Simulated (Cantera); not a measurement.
Cantera run:

```python
import numpy as np
import cantera as ct

gas_names = """
    H HO2 H2 H2O H2O2 O OH O2 O3 Si SiH SiH2 SiH3 SiH4 SiO SiO2 Si2 Si3
""".split()
cond_names = """
    H2O(s) H2O(L) Si(cr) Si(L) SiO2(Lqz) SiO2(hqz) SiO2(L)
""".split()


# ... load() reads the species with a 1 bar reference pressure and builds the phases ...
atoms = {
    'SiH4': {'Si': 1, 'H': 4},
    'H2O': {'H': 2, 'O': 1},
    'H2': {'H': 2},
}
top_T = {}  # K; cautious upper limits of use, not melting points


# ... equilibrate(T, P, feed) seeds the gas with the atoms and calls Mixture.equilibrate('TP', solver="vcs", rtol=1e-11, max_steps=5000) ...
results = []
feed = {'SiH4': 1, 'H2O': 20, 'H2': 21}  # mol
T = 1700  # K
P = 5200  # Pa
mix = equilibrate(T, P, feed)
results.append((T, P, feed, dict(zip(mix.species_names, mix.species_moles))))
print(gas.report(threshold=0.001))
for i in range(1, mix.n_phases):
    print(f"{mix.phase(i).name:16s} {mix.phase_moles(i):12.5e} mol")
```

Output:

```
       temperature   1700 K
          pressure   5200 Pa
           density   0.0032049 kg/m^3
  mean mol. weight   8.7114 kg/kmol
   phase of matter   gas

                          1 kg             1 kmol
                     ---------------   ---------------
          enthalpy       -5.9612e+06        -5.193e+07  J
   internal energy       -7.5837e+06       -6.6065e+07  J
           entropy             28021        2.4411e+05  J/K
    Gibbs function       -5.3597e+07       -4.6691e+08  J
 heat capacity c_p              4577             39872  J/K
 heat capacity c_v            3622.6             31558  J/K

                      mass frac. Y      mole frac. X     chem. pot. / RT
                     ---------------   ---------------   ---------------
                H2           0.13445             0.581           -22.475
               H2O           0.86541           0.41848           -47.717
     [  +16 minor]        0.00013021        0.00051826

Si(L)             0.00000e+00 mol
SiO2(L)           9.99682e-01 mol
```

Cantera equilibrium calculation (NASA polynomials, part measured and part estimated; ideal gas, pure solids and liquids). The tables hold silica as quartz up to 1696 K and as liquid above; real silica turns to tridymite and cristobalite and melts near 1996 K. Gases not in the tables: Si(OH)4.
